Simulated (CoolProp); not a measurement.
Vapour-liquid equilibrium of R152A (1) + R227EA (2) at 682 kPa; x and y are mole fractions of (1).

The numbers come from the multi-fluid Helmholtz-energy mixture model, Outcalt 1996 and Lemmon 2016; pair parameters Bell 2016 in CoolProp.

Question: Give the bubble temperature and the first vapour's composition at x = 0.5, 0.65, 0.8. Is there an azeotrope?

Answer: x = 0.5: 307.2 K, y = 0.565; x = 0.65: 305.5 K, y = 0.705; x = 0.8: 304.1 K, y = 0.833. No azeotrope shows between x = 0.05 and 0.95.

Pair parameters are fitted to limited data, so mixtures are less certain than the pure fluids. The gap from Raoult's law changes sign with composition, which may be real or a fault of the pair parameters; it wasn't checked against measurements.
